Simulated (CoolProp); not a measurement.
Values from CoolProp's reference Helmholtz-energy equation of state, Polt 1992. This equation is an older, rougher fit; its heat capacities, sound speeds and derivatives of the liquid may be far off and weren't checked against measurements.

Task: Give the vapour pressure (MPa), liquid density (kg/m³), enthalpy of vaporisation (kJ/kg), vapour Z of saturated cyclopropane at 326.6 K.

Result: 
```
T (K)  p (MPa)  liquid density (kg/m³)  enthalpy of vaporisation (kJ/kg)  vapour Z
-----  -------  ----------------------  --------------------------------  --------
326.6     1.46                     571                               355     0.793
```
